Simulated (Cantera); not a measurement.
An adiabatic, constant-volume homogeneous reactor starts with 13.4 % C2H4, 16.8 % O2, 67.2 % N2, 2.55 % CO2, equivalence ratio 2.4, at 1800 K and 1.00 atm.

Model: GRI-Mech 3.0 (53 species, 325 reactions), integrated in Cantera. GRI-Mech 3.0 was tuned for natural gas; its chemistry of ethylene as a main component is partial and can be far from experiment. Above 3000 K some thermodynamic fits are extrapolated.

x: mole fraction; the columns are a selection and need not sum to one.

```csv
t (s),T (K),P (bar),x C2H4,x O2,x CH3,x OH,x CO
4.00e-6,1799,1.01,0.134,0.168,7.15e-5,8.74e-6,0.000106
1.16e-5,2855,1.90,0.000288,0.0196,0.00454,0.00456,0.150
3.38e-5,3128,2.20,(withheld),(withheld),(withheld),(withheld),0.223
9.82e-5,3011,2.14,<1e-12,0.000112,2.18e-10,0.00464,0.221
0.000285,2984,2.12,<1e-12,0.000135,1.35e-10,0.00498,0.221
0.000830,2984,2.12,<1e-12,0.000136,1.33e-10,0.00500,0.221
0.00241,2984,2.12,<1e-12,0.000136,1.33e-10,0.00500,0.221
0.00701,2984,2.12,<1e-12,0.000136,1.33e-10,0.00500,0.221
0.0204,2984,2.12,<1e-12,0.000136,1.33e-10,0.00500,0.221
0.0592,2984,2.12,<1e-12,0.000136,1.33e-10,0.00500,0.221
0.172,2984,2.12,<1e-12,0.000136,1.33e-10,0.00500,0.221
0.500,2984,2.12,<1e-12,0.000136,1.33e-10,0.00500,0.221
```

Question: Complete the blanks.

Answer: 
- 3.38e-5, x C2H4: 4.17e-9
- 3.38e-5, x O2: 4.68e-5
- 3.38e-5, x CH3: 1.35e-5
- 3.38e-5, x OH: 0.00327
